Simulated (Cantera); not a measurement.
An isothermal, constant-pressure homogeneous reactor starts with NO : N2 = 1 : 0.5 (molar parts), at 2050 K and 188 Torr. Integrator tolerance rtol = 1e-08.

Detailed kinetics in Cantera: GRI-Mech 3.0 (53 species, 325 reactions).

Question: What does this change do: temperature 2050 to 1650 K?

Answer: 
| quantity | before | after |
|---|---|---|
| x(NO) at 200 s | 0.0101 (gas-phase equilibrium 0.0101) | 0.114 (gas-phase equilibrium 0.00277) |
| x(N2O) at 200 s | 2.58e-7 (gas-phase equilibrium 2.58e-7) | 4.38e-6 (gas-phase equilibrium 7.50e-8) |
| x(O2) at 200 s | 0.328 (gas-phase equilibrium 0.328) | 0.276 (gas-phase equilibrium 0.332) |
| x(N2) at 200 s | 0.661 (gas-phase equilibrium 0.661) | 0.610 (gas-phase equilibrium 0.665) |
| x(NO2) at 200 s | 9.97e-6 (gas-phase equilibrium 9.97e-6) | 0.000230 (gas-phase equilibrium 6.14e-6) |
| x(O) at 200 s | 0.00112 (gas-phase equilibrium 0.00112) | 2.75e-5 (gas-phase equilibrium 3.00e-5) |

Question: What does this change do: temperature 2050 to 1475 K?

Answer: 
```tsv
quantity	before	after
x(NO) at 200 s	0.0101 (gas-phase equilibrium 0.0101)	0.460 (gas-phase equilibrium 0.00126)
x(N2O) at 200 s	2.58e-7 (gas-phase equilibrium 2.58e-7)	6.53e-5 (gas-phase equilibrium 3.57e-8)
x(O2) at 200 s	0.328 (gas-phase equilibrium 0.328)	0.102 (gas-phase equilibrium 0.333)
x(N2) at 200 s	0.661 (gas-phase equilibrium 0.661)	0.436 (gas-phase equilibrium 0.666)
x(NO2) at 200 s	9.97e-6 (gas-phase equilibrium 9.97e-6)	0.000925 (gas-phase equilibrium 4.56e-6)
x(O) at 200 s	0.00112 (gas-phase equilibrium 0.00112)	1.89e-6 (gas-phase equilibrium 3.33e-6)
```
